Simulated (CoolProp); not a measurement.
n-perfluoropentane along the isobar 3060 kPa: Z from the reference equation and from simpler models built on Tc = 421.0 K, pc = 2063 kPa, ω = 0.436; each cubic takes its own stable root.

Model: reference Helmholtz-energy equation of state, Gao 2022, in CoolProp.

```
T (K)          phase   reference  Redlich-Kwong  Peng-Robinson
-----  -------------  ----------  -------------  -------------
388.3         liquid      0.2152         0.2522         0.2131
400.7         liquid      0.2210         0.2608         0.2234
413.1         liquid      0.2314         0.2740         0.2406
425.5  supercritical      0.2514         0.2950     (withheld)
437.9  supercritical      0.3039         0.3313         0.3380
450.3  supercritical      0.4395         0.3983         0.4520
462.8  supercritical      0.5506         0.4874         0.5479
475.2  supercritical      0.6240         0.5600         0.6164
487.6  supercritical      0.6783         0.6152         0.6691
500    supercritical  (withheld)         0.6587     (withheld)
```

Q: Complete the blanks.

A: 
- 425.5, Peng-Robinson: 0.2717
- 500, reference: 0.7210
- 500, Peng-Robinson: 0.7115
